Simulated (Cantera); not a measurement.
A closed system holds: 1 mol SiCl₄, 4.1 mol NH₃, 2 mol N₂, held at 1800 K and 47.0 mbar.

Cantera equilibrium calculation (NASA polynomials, part measured and part estimated; ideal gas, pure solids and liquids). Candidate condensed phases: NH₄Cl, Si, Si₃N₄; 28 gas species. The tables' values for SiCl₃, SiCl are old estimates; treat these amounts as uncertain. Equilibrium is a limit: real reactors are often held back by kinetics, nucleation or transport.

Base state: H₂ 0.423, N₂ 0.332, HCl 0.161, SiCl₂ 0.0795, SiCl₃ 0.00216, H 0.00107, Cl 0.000314, SiCl 0.000131 (mole fractions); condensed: gas only.

Problem. What changes in the equilibrium state with this change: temperature from 1800 K to 1123 K?

Solution. 
| species | before | after |
|---|---|---|
| H₂ | 0.423 | 0.381 |
| HCl | 0.161 | 0.308 |
| N₂ | 0.332 | 0.301 |
| SiCl₂ | 0.0795 | 1.53e-5 |
| SiCl₄ | 9.47e-5 | 0.00973 |
| SiCl | 0.000131 | <1e-9 |
| Si | 2.82e-5 | <1e-9 |
| Si₃N₄(s), mol | 0 | 0.295 |
The tables' values for SiCl₃ are old estimates; treat these amounts as uncertain.
